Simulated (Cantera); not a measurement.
What does this Cantera script print?

```python
import numpy as np
import cantera as ct

gas = ct.Solution("gri30.yaml")
gas.TPX = 1400, 460000, {'CO': 0.0075, 'O2': 0.0021, 'H2O': 0.00072, 'N2': 1}
inlet = ct.Reservoir(gas, clone=True)

reactor = ct.IdealGasConstPressureReactor(gas, energy="off", clone=False)
exhaust = ct.Reservoir(gas, clone=True)
tau = [4, 0.98, 0.24, 0.06, 0.015, 0.0037, 0.00092, 0.00023][0]
for a, b in ((inlet, reactor), (reactor, exhaust)):
    ct.MassFlowController(a, b, mdot=lambda t: reactor.mass / tau)
net = ct.ReactorNet([reactor])
show = ['CO', 'O2', 'H2O', 'N2O', 'H', 'CO2', 'NO']

rows = []
print(f"{'tau/s':>10s}{'T/K':>9s}" + "".join(f"{s:>11s}" for s in show))
for tau in [4, 0.98, 0.24, 0.06, 0.015, 0.0037, 0.00092, 0.00023]:
    net.initial_time = 0.0
    net.advance(30 * tau)
    before = gas.X
    net.advance(40 * tau)
    drift = np.max(np.abs(gas.X - before) / (gas.X + 1e-9))
    rows.append([gas.T, *gas[show].X, drift])
    print(f"{tau:10.3e}{gas.T:9.1f}" + "".join(f"{x:11.3e}" for x in gas[show].X))
```

Output:

```
     tau/s      T/K         CO         O2        H2O        N2O          H        CO2         NO
 4.000e+00   1400.0  3.102e-03  2.149e-06  5.378e-04  6.407e-09  1.205e-05  4.337e-03  2.907e-07
 9.800e-01   1400.0  3.109e-03  4.694e-06  5.382e-04  1.424e-08  2.365e-05  4.330e-03  5.051e-07
 2.400e-01   1400.0  3.126e-03  1.108e-05  5.392e-04  3.207e-08  4.527e-05  4.313e-03  8.714e-07
 6.000e-02   1400.0  3.175e-03  2.999e-05  5.418e-04  7.533e-08  8.049e-05  4.263e-03  1.438e-06
 1.500e-02   1400.0  3.354e-03  1.024e-04  5.511e-04  1.935e-07  1.217e-04  4.083e-03  2.041e-06
 3.700e-03   1400.0  4.075e-03  4.183e-04  5.788e-04  5.080e-07  1.294e-04  3.360e-03  1.721e-06
 9.200e-04   1400.0  5.769e-03  1.218e-03  6.218e-04  7.978e-07  8.877e-05  1.659e-03  5.188e-07
 2.300e-04   1400.0  7.275e-03  1.988e-03  6.964e-04  1.566e-07  1.252e-05  1.483e-04  5.504e-09
```

Detailed kinetics in Cantera: GRI-Mech 3.0 (53 species, 325 reactions).
